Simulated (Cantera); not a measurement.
A closed system holds: 1 mol borazine, 0.65 mol H₂O, held at 1623.15 K.

These are equilibrium values from Cantera (NASA tables, ideal gas, pure condensed phases), not measurements of a reactor. Candidate condensed phases: B, BN, B₂O₃, B₃O₃H₃, H₂O; 39 gas species. The feed counts by its element totals alone. Mutual solubility and eutectic melting of coexisting phases are not modelled. Gases not in the tables: H₃BO₃. Kinetics and transport are ignored.

Task: Which condensed phases are stable at each of these points (P (Pa)): 10, 46, 220, 1000, 4600, 22000, 100000?

Result: 
```tsv
P (Pa)	condensed phases	B condensed (%)
10	BN(s)	79.0
46	BN(s)	80.5
220	BN(s)	82.7
1000	BN(s) + B₂O₃(l)	86.8
4600	BN(s) + B₂O₃(l)	96.0
22000	BN(s) + B₂O₃(l)	98.5
100000	BN(s) + B₂O₃(l)	99.3
```

From 10.0 Pa to 2.20 mbar the condensed part is BN(s). From 10.0 mbar to 1.00 bar the condensed part is BN(s) + B₂O₃(l). The share of B in condensed phases is highest at 1.00 bar (99.3 %) and lowest at 10.0 Pa (79.0 %).
